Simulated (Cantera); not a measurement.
A Cantera script and its output.

```python
import numpy as np
import cantera as ct

gas = ct.Solution("gri30.yaml")
gas.TPX = 2025, 98000, {'CH4': 1, 'CO2': 1}
inlet = ct.Reservoir(gas, clone=True)

reactor = ct.IdealGasConstPressureReactor(gas, energy="off", clone=False)
exhaust = ct.Reservoir(gas, clone=True)
tau = [0.41, 0.2, 0.098, 0.048, 0.023, 0.011, 0.0056][0]
for a, b in ((inlet, reactor), (reactor, exhaust)):
    ct.MassFlowController(a, b, mdot=lambda t: reactor.mass / tau)
net = ct.ReactorNet([reactor])
show = ['CH4', 'CO2', 'H2', 'H2O', 'CO', 'CH2O', 'O2']

rows = []
print(f"{'tau/s':>10s}{'T/K':>9s}" + "".join(f"{s:>11s}" for s in show))
for tau in [0.41, 0.2, 0.098, 0.048, 0.023, 0.011, 0.0056]:
    net.initial_time = 0.0
    net.advance(30 * tau)
    before = gas.X
    net.advance(40 * tau)
    drift = np.max(np.abs(gas.X - before) / (gas.X + 1e-9))
    rows.append([gas.T, *gas[show].X, drift])
    print(f"{tau:10.3e}{gas.T:9.1f}" + "".join(f"{x:11.3e}" for x in gas[show].X))
```

Output:

```
     tau/s      T/K        CH4        CO2         H2        H2O         CO       CH2O         O2
 4.100e-01   2025.0  4.837e-03  7.800e-03  4.599e-01  3.404e-02  4.735e-01  3.665e-07  5.149e-10
 2.000e-01   2025.0  6.720e-03  1.113e-02  4.448e-01  4.716e-02  4.629e-01  6.493e-07  9.529e-10
 9.800e-02   2025.0  9.249e-03  1.583e-02  4.251e-01  6.420e-02  4.486e-01  1.216e-06  1.697e-09
 4.800e-02   2025.0  1.263e-02  2.249e-02  4.003e-01  8.549e-02  4.298e-01  2.341e-06  2.891e-09
 2.300e-02   2025.0  1.733e-02  3.236e-02  3.697e-01  1.112e-01  4.046e-01  4.622e-06  4.716e-09
 1.100e-02   2025.0  2.386e-02  4.695e-02  3.359e-01  1.381e-01  3.726e-01  9.025e-06  7.090e-09
 5.600e-03   2025.0  3.245e-02  6.698e-02  3.056e-01  1.593e-01  3.365e-01  1.619e-05  9.268e-09
```

Computed with Cantera and GRI-Mech 3.0 (53 species, 325 reactions).
